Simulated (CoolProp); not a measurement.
Ethanol at 293.15 K and 11.6 MPa flows at 4.7 m/s in a round tube of 100 mm bore and 45 µm roughness, fully developed (64/Re and Nu = 3.66 if laminar; Colebrook and Gnielinski if turbulent). Each further row changes one setting.

The numbers come from the reference Helmholtz-energy equation of state, Schroeder 2014 in CoolProp.

```tsv
case	Reynolds number	Darcy friction factor	pressure drop (Pa/m)	heat-transfer coefficient (W/(m² K))	mass flow (kg/h)
as stated	294000	0.0179	1580	4440	106000
velocity 9.4 m/s	588000	0.0172	6070	8660	212000
diameter 200 mm	588000	0.0155	682	4060	425000
```

Viscosity comes from a separate model (Kiselev 2005). Thermal conductivity comes from a separate model (Assael 2013).
